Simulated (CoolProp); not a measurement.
Computed with CoolProp (reference Helmholtz-energy equation of state, Lemmon 2006). It is a short technical equation, of lower accuracy than the large ones.

Q: For C3F8 (R218), give the phase and the cp (kJ/(kg K)), cv (kJ/(kg K)), Joule-Thomson coefficient (K/MPa), viscosity (µPa s) at 403 K and 80.3 kPa; 309.3 K and 132 kPa; 242.5 K and 504 kPa.

A: 
- 403 K and 80.3 kPa: gas; cp 0.933, cv 0.888, Joule-Thomson coefficient 5.06, viscosity 16.7
- 309.3 K and 132 kPa: gas; cp 0.815, cv 0.765, Joule-Thomson coefficient 11.3, viscosity 12.8
- 242.5 K and 504 kPa: liquid; cp 0.988, cv 0.697, Joule-Thomson coefficient -0.248, viscosity 397

Viscosity comes from a separate model (Huber 2003), an estimate that may be off by 10 % or more.
